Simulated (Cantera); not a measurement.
Charge: 1 mol toluene, 0.095 mol H2O, at 2700 Pa.

These are equilibrium values from Cantera (NASA tables, ideal gas, pure condensed phases), not measurements of a reactor. Candidate condensed phases: C, C6H6, C7H8, C8H18, H2O; 110 gas species. Rates play no part.

### Question
At 2327 °C, list the 4 most abundant gas species with their mole fractions, and the condensed phases.

### Answer
H2 0.763, H 0.204, CO 0.0204, C2H2 (acetylene) 0.0124. Condensed: C(graphite).
